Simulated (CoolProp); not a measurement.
Vapour pressure (MPa) of fluorine: the reference equation beside estimates from Tc = -128.7 °C, pc = 5.240 MPa, ω = 0.045.

The numbers come from the reference Helmholtz-energy equation of state, de Reuck 1990 in CoolProp.

```csv
T (°C),reference,Lee-Kesler,van der Waals,Peng-Robinson
-169.85,0.5533,0.5600,1.172,0.5613
-166.25,0.7194,0.7271,1.388,0.7281
-162.55,0.9250,0.9336,1.636,0.9348
-158.85,1.170,1.179,1.911,1.181
-155.15,1.459,1.468,2.213,1.472
-151.45,1.795,1.803,2.544,1.812
-147.75,2.184,2.191,2.904,2.204
-144.15,2.617,2.623,3.283,2.641
-140.45,3.124,3.129,3.702,3.152
```

Absolute difference from the reference over all 9 rows, mean and median: Lee-Kesler 0.6 and 0.6 %, van der Waals 57.3 and 51.7 %, Peng-Robinson 1.0 and 0.9 %.
